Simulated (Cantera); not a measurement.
What does this Cantera script print?

```python
import numpy as np
import cantera as ct

gas = ct.Solution("gri30.yaml")
gas.TPX = 425, 46000, {'CH4': 1, 'C2H6': 0.078, 'C3H8': 0.13, 'O2': 3.28, 'N2': 15.8}
flame = ct.FreeFlame(gas, width=0.069)
flame.set_refine_criteria(ratio=3, slope=0.08, curve=0.16)
flame.transport_model = "mixture-averaged"
flame.solve(loglevel=0, auto=True)
z, T = flame.grid, flame.T
thick = (T[-1] - T[0]) / np.gradient(T, z).max()
show = ['CH4', 'C2H6', 'C3H8', 'HCO', 'CH2', 'C2H4']
print(f"laminar burning velocity  {flame.velocity[0] * 100:.3f} cm/s")
print(f"burnt temperature         {T[-1]:.1f} K")
print(f"thermal thickness         {thick * 1e3:.4f} mm")
print(f"grid points               {len(z)}")
z0 = z[flame.heat_release_rate.argmax()]
print(f"{'z/mm':>9s}{'T/K':>9s}{'u/(m/s)':>9s}" + "".join(f"{s:>11s}" for s in show))
rows = []
for k in (-3, -2, -1.5, -1, -0.5, -0.25, 0, 0.25, 0.5, 1, 2, 4, 8):
    zz = z0 + k * thick
    rows.append([k * thick, np.interp(zz, z, T), np.interp(zz, z, flame.velocity),
                 *(np.interp(zz, z, flame.X[gas.species_index(s)]) for s in show)])
    print(f"{rows[-1][0] * 1e3:9.3f}{rows[-1][1]:9.1f}{rows[-1][2]:9.3f}" + "".join(f"{x:11.3e}" for x in rows[-1][3:]))
```

Result:

```
laminar burning velocity  51.126 cm/s
burnt temperature         1991.9 K
thermal thickness         0.9856 mm
grid points               145
     z/mm      T/K  u/(m/s)        CH4       C2H6       C3H8        HCO        CH2       C2H4
   -2.957    425.1    0.512  4.926e-02  3.843e-03  6.405e-03  1.203e-19  1.143e-20  6.268e-08
   -1.971    426.8    0.514  4.912e-02  3.838e-03  6.398e-03  6.422e-16  4.269e-17  1.520e-06
   -1.478    432.4    0.522  4.883e-02  3.830e-03  6.388e-03  4.358e-14  2.708e-15  7.989e-06
   -0.986    480.1    0.582  4.689e-02  3.776e-03  6.311e-03  6.966e-11  6.454e-12  1.047e-04
   -0.493    806.3    0.990  3.489e-02  3.154e-03  4.683e-03  1.619e-07  6.648e-08  1.159e-03
   -0.246   1162.8    1.443  2.077e-02  1.787e-03  1.645e-03  5.689e-06  3.020e-06  1.998e-03
    0.000   1504.3    1.879  5.511e-03  1.362e-04  4.244e-05  3.233e-05  2.126e-05  7.121e-04
    0.246   1638.7    2.044  4.170e-04  3.784e-07  1.889e-08  8.318e-06  4.215e-06  2.364e-05
    0.493   1679.9    2.088  1.603e-05  2.796e-10  1.622e-12  4.273e-07  1.800e-07  2.600e-07
    0.986   1729.2    2.138  3.143e-08  3.092e-15  1.619e-18  1.745e-08  4.091e-10  8.006e-11
    1.971   1789.5    2.203  1.461e-12  1.984e-21  1.398e-26  8.560e-09  2.571e-14  4.443e-16
    3.943   1854.0    2.274  6.941e-18  1.600e-29  1.060e-37  3.695e-09  6.776e-18  1.018e-23
    7.885   1910.3    2.335  1.142e-18 -1.154e-30  4.030e-47  1.201e-09  1.140e-18  2.003e-28
```

Detailed kinetics in Cantera: GRI-Mech 3.0 (53 species, 325 reactions). GRI-Mech 3.0 was tuned for natural gas; its chemistry of propane as a main component is partial and can be far from experiment. Burning velocities carry a grid error of a few per cent, more on coarse grids.
